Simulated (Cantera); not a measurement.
# Gas-phase reforming

An isothermal, constant-pressure homogeneous reactor starts with CH₄ : CO₂ = 1 : 2.3 (molar parts), at 1825 K and 16.0 bar.

Cantera simulation using GRI-Mech 3.0 (53 species, 325 reactions); the numbers are that mechanism's predictions, not measurements. The pressure lies above the range GRI-Mech 3.0 was tuned for (to about 10 atm).

| t (s) | x CH₄ | x CO₂ | x C₂H₆ | x H₂O | x CH₃ | x CH₂CO |
|---|---|---|---|---|---|---|
| 3.00e-5 | 0.278 | 0.689 | 0.00355 | 0.00131 | 0.00154 | 2.26e-7 |
| 0.000125 | 0.213 | 0.641 | 0.00171 | 0.0147 | 0.00108 | 7.04e-6 |
| 0.000522 | 0.114 | 0.501 | 0.000460 | 0.0920 | 0.000577 | 5.02e-5 |
| 0.00218 | 0.0306 | 0.286 | 6.87e-5 | 0.228 | 0.000224 | 0.000152 |
| 0.00909 | 0.0166 | 0.184 | 1.63e-5 | 0.216 | 0.000107 | 7.47e-5 |
| 0.0379 | 0.0101 | 0.118 | 4.25e-6 | 0.174 | 5.20e-5 | 1.45e-5 |
| 0.158 | 0.00135 | 0.0938 | 6.80e-8 | 0.154 | 6.34e-6 | 6.08e-7 |
| 0.660 | 1.75e-6 | 0.0923 | <1e-12 | 0.153 | 8.21e-9 | 6.58e-10 |
| 2.75 | 1.66e-6 | 0.0923 | <1e-12 | 0.153 | 7.82e-9 | 6.28e-10 |
| 11.5 | 1.66e-6 | 0.0923 | <1e-12 | 0.153 | 7.82e-9 | 6.28e-10 |
| 47.9 | 1.66e-6 | 0.0923 | <1e-12 | 0.153 | 7.82e-9 | 6.28e-10 |
| 200 | 1.66e-6 | 0.0923 | <1e-12 | 0.153 | 7.82e-9 | 6.28e-10 |
x: mole fraction; the columns are a selection and need not sum to one.

Equilibrium at this temperature and pressure: CH₄ 1.76e-6, CO₂ 0.0923, C₂H₆ <1e-12, H₂O 0.153, CH₃ 8.28e-9, CH₂CO 6.65e-10 (gas phase only).
